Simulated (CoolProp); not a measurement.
A simple Rankine cycle with methanol: condensing at 318.15 K, boiler at 0.774 MPa, turbine inlet 440 K, turbine efficiency 0.9, pump efficiency 0.8, no recuperator. Each further row changes one setting.

Values from CoolProp's reference Helmholtz-energy equation of state, de Reuck 1993.

```csv
case,thermal efficiency (%),net work (kJ/kg),heat in (kJ/kg),turbine exit temperature (K),volume ratio over the turbine
as stated,17.1,225,1320,318.1,12.4
turbine inlet 460 K,17.4,237,1360,318.1,12.0
condensing temperature 310.15 K,18.7,250,1340,310.1,17.4
boiler pressure 0.542 MPa,15.4,204,1330,318.1,8.76
turbine efficiency 0.8,15.2,200,1320,318.1,12.7
```

The expansion ends wet for: as stated; turbine inlet 460 K; condensing temperature 310.15 K; boiler pressure 0.542 MPa; turbine efficiency 0.8.
